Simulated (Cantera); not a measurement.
A perfectly stirred reactor is fed with NH3 : N2 = 1 : 14 (molar parts), at 0.300 bar; it is held at 2000 K, and followed from long to short residence time.

Cantera simulation using the gas-phase N/H chemistry of the illustrative SiF4/NH3 mechanism in the Surface Chemkin manual (1991); the numbers are that mechanism's predictions, not measurements. Walls and surfaces, which speed up NH3 decomposition in real reactors, are not modelled.

x: mole fraction; the columns are a selection and need not sum to one.

```
τ (s)     x NH3     x NH2   x N2  x H   x N2H2
------  -------  --------  -----  ---  -------
3.1     0.00270   2.50e-5  0.907  [?]  1.01e-8
1.1     0.00700   4.89e-5  0.909  [?]  2.97e-8
0.40     0.0157   8.73e-5  0.913  [?]  7.58e-8
0.14     0.0303  0.000143  0.919  [?]  1.65e-7
0.052    0.0457  0.000200  0.925  [?]  2.70e-7
0.019    0.0570  0.000257  0.929  [?]  3.53e-7
0.0067   0.0630  0.000305  0.932  [?]  3.78e-7
```

**Question.** Fill in the missing entries.

**Answer.** 
- 3.1, x H: 0.000287
- 1.1, x H: 0.000202
- 0.40, x H: 0.000137
- 0.14, x H: 8.31e-5
- 0.052, x H: 4.52e-5
- 0.019, x H: 2.18e-5
- 0.0067, x H: 9.40e-6
